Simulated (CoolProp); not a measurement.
CF4 (R14) along the isotherm -41.55 °C: density (kg/m³) from the reference equation and from simpler models built on Tc = -45.8 °C, pc = 3.762 MPa, ω = 0.178; each cubic takes its own stable root.

Values from CoolProp's reference Helmholtz-energy equation of state, Platzer 1990. This equation is an older, rougher fit; its heat capacities, sound speeds and derivatives of the liquid may be far off and weren't checked against measurements.

| p (MPa) | phase | reference |
|---|---|---|
| 0.0297 | gas | 1.361 |
| 0.0437 | gas | 2.005 |
| 0.0641 | gas | 2.946 |
| 0.0941 | gas | 4.336 |
| 0.138 | gas | 6.383 |
| 0.203 | gas | 9.443 |
| 0.297 | gas | 13.93 |
| 0.437 | gas | 20.77 |
| 0.641 | gas | 31.06 |
| 0.941 | gas | 46.98 |
| 1.38 | gas | 72.31 |
| 2.03 | gas | 115.7 |
| 2.97 | gas | 200.1 |
| 4.37 | supercritical | 723.1 |
| 6.41 | supercritical | 1005 |
| 9.41 | supercritical | 1104 |

**Question.** How far does each simpler model (ideal gas, van der Waals, Peng-Robinson) lie from the reference over these 16 states: mean and median of the absolute difference, and the worst?

**Answer.** 
- ideal gas: mean 18.4 %, median 4.8 %, worst -72.4 % at -41.55 °C and 4.37 MPa
- van der Waals: mean 4.7 %, median 0.6 %, worst -24.5 % at -41.55 °C and 6.41 MPa
- Peng-Robinson: mean 1.3 %, median 0.5 %, worst -6.5 % at -41.55 °C and 4.37 MPa
